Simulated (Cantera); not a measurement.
A closed system holds: 1 mol (CH3)2SiCl2, 0.2 mol HCl, 1.3 mol H2, 0.052 mol C2H2, held at 2200 °C and 100 Torr.

Cantera equilibrium calculation (NASA polynomials, part measured and part estimated; ideal gas, pure solids and liquids). Candidate condensed phases: C, C6H6, C7H8, C8H18, Si, SiC; 109 gas species. The feed counts by its element totals alone. The tables' values for SiCl, SiCl3 are old estimates; treat these amounts as uncertain. Gases not in the tables: Si2H6 and higher silanes. Rates play no part.

Base state: H2 0.601, HCl 0.274, H 0.0474, SiCl2 0.0424, Cl 0.0153, Si 0.00653, C2H2 (acetylene) 0.00580, SiCl 0.00395 (mole fractions); condensed: C(graphite) + SiC(s).

Q: What changes in the equilibrium state with this change: temperature from 2200 °C to 850 °C?

A: 
```
species            before     after
----------------  -------  --------
H2                  0.601     0.739
HCl                 0.274     0.205
SiCl4             1.67e-6    0.0505
Cl                 0.0153   2.47e-8
H                  0.0474   1.00e-7
SiCl2              0.0424  0.000122
Si                0.00653     <1e-9
SiCl              0.00395     <1e-9
C(graphite), mol     1.34      1.38
SiC(s), mol         0.668     0.714
```
The tables' values for SiCl3 are old estimates; treat these amounts as uncertain.

Q: What changes in the equilibrium state with this change: pressure from 100 Torr to 5.18 Torr?

A: 
```json
[
 {"species": "H2", "before": "0.601", "after": "0.428"},
 {"species": "HCl", "before": "0.274", "after": "0.200"},
 {"species": "H", "before": "0.0474", "after": "0.176"},
 {"species": "Si", "before": "0.00653", "after": "0.0776"},
 {"species": "SiC2", "before": "0.00157", "after": "0.0186"},
 {"species": "Cl", "before": "0.0153", "after": "0.0583"},
 {"species": "SiCl2", "before": "0.0424", "after": "0.0195"},
 {"species": "C3", "before": "2.44e-6", "after": "4.72e-5"},
 {"species": "C", "before": "8.60e-7", "after": "1.66e-5"},
 {"species": "SiC", "before": "2.61e-6", "after": "3.10e-5"},
 {"species": "SiCl3", "before": "0.000332", "after": "3.01e-5"},
 {"species": "Si2", "before": "3.77e-5", "after": "0.000275"},
 {"species": "C(graphite), mol", "before": "1.34", "after": "1.73"},
 {"species": "SiC(s), mol", "before": "0.668", "after": "0"}
]
```
